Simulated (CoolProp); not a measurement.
Properties of sulfur dioxide along the isobar 13.6 MPa (Tc = 430.6 K, pc = 7.887 MPa, ω = 0.256).

Computed with CoolProp (reference Helmholtz-energy equation of state, Gao 2016).

```tsv
T (K)	phase	Z	cp (kJ/(kg K))	speed of sound (m/s)	isothermal compressibility (1/MPa)
222.9	liquid	(withheld)	1.355	1239	(withheld)
231.3	liquid	0.2906	1.350	1207	0.0007043
239.6	liquid	0.2842	1.346	1175	(withheld)
248	liquid	0.2783	1.343	1143	0.0008151
256.4	liquid	0.2728	1.342	1110	0.0008797
264.8	liquid	0.2679	1.342	1078	0.0009515
273.1	liquid	0.2634	1.343	(withheld)	0.001031
281.5	liquid	0.2592	1.346	1014	0.001120
289.9	liquid	0.2555	1.350	982.4	0.001222
298.3	liquid	0.2521	1.356	950.2	0.001337
306.6	liquid	0.2492	1.363	918.3	0.001467
315	liquid	0.2465	1.371	885.9	0.001618
323.4	liquid	0.2443	1.382	853.2	0.001794
331.8	liquid	0.2424	1.394	820.3	0.002000
340.1	liquid	0.2408	1.408	787.3	0.002240
```

Q: Complete the blanks.

A: 
- 222.9, Z: 0.2977
- 222.9, isothermal compressibility (1/MPa): 0.0006561
- 239.6, isothermal compressibility (1/MPa): 0.0007567
- 273.1, speed of sound (m/s): 1047
